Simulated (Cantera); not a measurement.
Input: 1 mol Si, 8.4 mol Cl₂, 0.43 mol N₂, at 2.10 Pa.

These are equilibrium values from Cantera (NASA tables, ideal gas, pure condensed phases), not measurements of a reactor. Candidate condensed phases: Si, Si₃N₄; 13 gas species. The numbers say what is thermodynamically allowed, not how fast it happens.

Problem. At 1023 K, list the 4 most abundant gas species with their mole fractions, and the condensed phases.

Solution. Cl₂ 0.726, SiCl₄ 0.121, Cl 0.101, N₂ 0.0521. Condensed: gas only.
